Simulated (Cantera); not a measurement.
Input (Python, Cantera):

```python
import numpy as np
import cantera as ct

gas = ct.Solution("gri30.yaml")
gas.TP = 300, 63000
flame = ct.CounterflowDiffusionFlame(gas, width=0.02)
flame.fuel_inlet.X, flame.fuel_inlet.T = {'CH4': 1, 'C2H6': 0.25}, 598
flame.oxidizer_inlet.X, flame.oxidizer_inlet.T = {'O2': 0.22, 'N2': 0.78}, 698
flame.set_refine_criteria(ratio=3, slope=0.12, curve=0.24, prune=0.03)
show = ['OH', 'H', 'NO', 'CO', 'C2H2']

rows = []
print(f"{'mdot':>8s}{'a_max':>10s}{'a_mean':>10s}{'Tmax/K':>9s}" + "".join(f"{s:>11s}" for s in show) + "   (peak mole fractions)")
for i, mdot in enumerate([0.16, 0.22, 0.29, 0.4, 0.55, 0.75, 1, 1.4, 1.9, 2.6]):  # kg/m2/s on the oxidiser side
    flame.oxidizer_inlet.mdot, flame.fuel_inlet.mdot = mdot, 0.77 * mdot
    flame.solve(loglevel=0, auto=(i == 0))
    if flame.T.max() < max(598, 698) + 100:
        print(f"{mdot:8.3g}  no burning solution found from the previous one")
        break
    dT = np.abs(np.gradient(flame.T, flame.grid))
    rows.append([flame.strain_rate("max"), flame.strain_rate("mean"), flame.T.max(),
                 *(flame.X[gas.species_index(s)].max() for s in show), max(dT[0], dT[-1]) / dT.max()])
    print(f"{mdot:8.3g}{rows[-1][0]:10.1f}{rows[-1][1]:10.1f}{rows[-1][2]:9.1f}" + "".join(f"{x:11.3e}" for x in rows[-1][3:-1]))
```

It prints:

```
    mdot     a_max    a_mean   Tmax/K         OH          H         NO         CO       C2H2   (peak mole fractions)
    0.16     227.3      51.3   2193.1  1.144e-02  7.160e-03  3.577e-04  7.260e-02  2.687e-02
    0.22     304.0      70.5   2176.4  1.128e-02  7.446e-03  3.284e-04  7.137e-02  2.588e-02
    0.29     393.0      93.0   2167.8  1.128e-02  7.776e-03  3.069e-04  7.084e-02  2.522e-02
     0.4     528.9     128.3   2152.3  1.109e-02  8.071e-03  2.754e-04  6.996e-02  2.413e-02
    0.55     710.6     176.3   2137.3  1.090e-02  8.353e-03  2.432e-04  6.943e-02  2.300e-02
    0.75     945.1     240.5   2119.6  1.059e-02  8.547e-03  2.085e-04  6.906e-02  2.165e-02
       1    1229.9     320.6   2100.2  1.021e-02  8.628e-03  1.747e-04  6.889e-02  2.027e-02
     1.4    1673.8     448.9   2073.9  9.643e-03  8.594e-03  1.344e-04  6.888e-02  1.824e-02
     1.9    2211.5     609.2   2043.7  8.949e-03  8.345e-03  9.788e-05  6.912e-02  1.590e-02
     2.6    2937.5     833.6   2003.5  7.985e-03  7.757e-03  6.227e-05  6.957e-02  1.288e-02
```

Detailed kinetics in Cantera: GRI-Mech 3.0 (53 species, 325 reactions). GRI-Mech 3.0 has no aromatics or soot, which form on the fuel side of real flames. The maximum strain rate includes the flame's own expansion and is several times the mean.
